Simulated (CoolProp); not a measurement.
A closed Brayton cycle with dry air: compressor inlet 308.15 K and 1.9 MPa, high pressure 6.1 MPa, turbine inlet 945 K, compressor efficiency 0.89, turbine efficiency 0.85, recuperator effectiveness 0 (on enthalpy, no pinch check). Each further row changes one setting.

Values from CoolProp's reference Helmholtz-energy equation of state, Lemmon 2000. It is a pseudo-pure fit of the blend.

```
case                           thermal efficiency (%)  net work (kJ/kg)  compressor to turbine work  compressor exit (K)  turbine exit (K)
-----------------------------  ----------------------  ----------------  --------------------------  -------------------  ----------------
as stated                                        17.7              96.5                        0.59                445.6             735.2
turbine inlet 895 K                              17.2              83.8                           …                445.6             694.7
compressor inlet 318.15 K                        17.4              91.9                           …                459.8             735.2
high pressure 5.18 MPa                              …              90.0                        0.56                423.6             761.4
recuperator effectiveness 0.5                    24.7              96.5                        0.59                445.6             735.2
```

### Question
Some entries are withheld; supply them.

### Answer

- turbine inlet 895 K, compressor to turbine work: 0.62
- compressor inlet 318.15 K, compressor to turbine work: 0.61
- high pressure 5.18 MPa, thermal efficiency (%): 15.9
